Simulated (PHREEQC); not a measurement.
Consider water at 25 °C with 0.0019 mol/kgw Cu(BF4)2, 5e-05 mol/kgw H2SO4 and 0.000885 mol/kgw FeCl3. Closed to the air; pH follows from the charge balance.

Computed with PHREEQC (ion-association model, wateq4f.dat).

Precipitation was switched off in this run.

### Question
Order these B species by the share of B that they hold, largest first: H3BO3, BF4-, BF3OH-, BF2(OH)2-.

### Answer
BF4- (52 %), H3BO3 (38 %), BF3OH- (6.8 %), BF2(OH)2- (3.3 %)

### Question
Order these F species by the share of F that they hold, largest first: HF, FeF3, BF3OH-, BF4-, F-.

### Answer
BF4- (52 %), HF (18 %), FeF3 (10 %), F- (7.2 %), BF3OH- (5.1 %)

The pH is 2.72 and the ionic strength 0.00810 mol/kgw. The solution is supersaturated, for example in Hematite (slow to form), Goethite (slow to form), so a real one may precipitate; this is no full list. Real BF4- forms and hydrolyses slowly; the run takes it at equilibrium. Fluoro complexes past AlF4- and FeF3 are missing from the database.
